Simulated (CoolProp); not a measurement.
The numbers come from the reference Helmholtz-energy equation of state, Lemmon and Jacobsen 2000 in CoolProp.

Question: For R143a, give the phase and the density (kg/m³), Joule-Thomson coefficient (K/MPa), conductivity (mW/(m K)) at 500 K and 188 bar.

Answer: 
- 500 K and 188 bar: supercritical; density 475, Joule-Thomson coefficient 1.34, conductivity 55.6

Thermal conductivity comes from a separate model (McLinden 2000), an estimate that may be off by 10 % or more.
